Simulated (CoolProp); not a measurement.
Vapour-liquid equilibrium of R142b (1) + R113 (2) at 1.78 bar; x and y are mole fractions of (1).

Values from CoolProp's multi-fluid Helmholtz-energy mixture model, Lemmon 2006 and Marx 1992; pair parameters Bell 2016.

Give the bubble temperature and the first vapour's composition at x = 0.125, 0.5, 0.8. Is there an azeotrope?

x = 0.125: 319.8 K, y = 0.499; x = 0.5: 293.5 K, y = 0.877; x = 0.8: 283.9 K, y = 0.961. No azeotrope shows between x = 0.05 and 0.95.

The pair parameters rest on a limited set of measurements; away from them the model extrapolates.
